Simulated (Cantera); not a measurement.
Charge: 1 mol Si2Cl6, 8.7 mol NH3, 0.72 mol H2, equilibrated at 42000 Pa.

Cantera equilibrium calculation (NASA polynomials, part measured and part estimated; ideal gas, pure solids and liquids). Candidate condensed phases: NH4Cl, Si, Si3N4; 28 gas species. The feed counts by its element totals alone. The tables' values for SiCl3 are old estimates; treat these amounts as uncertain. Rates play no part. All values below are at 1275 °C.

Base state: H2 0.560, HCl 0.267, N2 0.160, SiCl2 0.00616, SiCl4 0.00315, SiCl3 0.00263, SiHCl3 0.000806, H 3.55e-5 (mole fractions); condensed: Si3N4(s).

Problem. What changes in the equilibrium state with this change: pressure from 42000 Pa to 10000 Pa?

Solution. 
| species | before | after |
|---|---|---|
| H2 | 0.560 | 0.561 |
| HCl | 0.267 | 0.255 |
| N2 | 0.160 | 0.164 |
| SiCl2 | 0.00616 | 0.0144 |
| H | 3.55e-5 | 7.30e-5 |
| SiCl4 | 0.00315 | 0.00160 |
| Cl | 1.35e-5 | 2.65e-5 |
| Si3N4(s), mol | 0.582 | 0.538 |

Problem. What changes in the equilibrium state with this change: Si2Cl6 replaced by trisilylamine?

Solution. 
| species | before | after |
|---|---|---|
| H2 | 0.560 | 0.865 |
| N2 | 0.160 | 0.135 |
| H | 3.55e-5 | 4.42e-5 |
| HCl | 0.267 | 0 |
| SiCl2 | 0.00616 | 0 |
| SiCl4 | 0.00315 | 0 |
| SiCl3 | 0.00263 | 0 |
| SiHCl3 | 0.000806 | 0 |
| SiH2Cl2 | 3.37e-5 | 0 |
| Cl | 1.35e-5 | 0 |
| Si3N4(s), mol | 0.582 | 1.00 |
